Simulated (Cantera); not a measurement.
**Pyrogenic steam for wet oxidation**

An isothermal, constant-pressure homogeneous reactor starts with 9.62 % H₂, 6.01 % O₂, 84.2 % N₂, 0.156 % H₂O, at 1025 K and 1.00 bar.

Detailed kinetics in Cantera: the H2/O2 subset of GRI-Mech 3.0, which has no nitrogen chemistry. The temperature is held fixed by assumption; the heat of reaction is taken as removed at once.

```csv
t (s),x H₂,x O₂,x H,x H₂O₂,x HO₂,x H₂O
1.00e-5,0.0962,0.0601,7.94e-11,<1e-12,9.84e-11,0.00156
4.64e-5,0.0962,0.0601,6.71e-10,1.56e-12,8.84e-10,0.00156
0.000215,0.0962,0.0601,1.73e-7,7.37e-10,2.30e-7,0.00156
0.00100,0.00631,0.0157,0.000327,1.81e-6,1.75e-5,0.0958
0.00464,0.00172,0.0135,3.59e-6,3.04e-6,1.14e-5,0.101
0.0215,0.00106,0.0132,6.54e-7,3.71e-6,8.46e-6,0.102
0.100,0.000369,0.0128,1.18e-7,1.24e-6,4.57e-6,0.102
0.464,6.15e-5,0.0127,6.56e-9,8.85e-8,1.18e-6,0.103
2.15,6.58e-6,0.0126,2.34e-10,2.14e-9,1.66e-7,0.103
10.0,8.88e-8,0.0126,2.40e-12,1.61e-11,3.07e-9,0.103
```
x: mole fraction; the columns are a selection and need not sum to one.

Equilibrium at this temperature and pressure: H₂ 1.66e-10, O₂ 0.0126, H <1e-12, H₂O₂ 4.45e-11, HO₂ 1.69e-10, H₂O 0.103 (gas phase only).
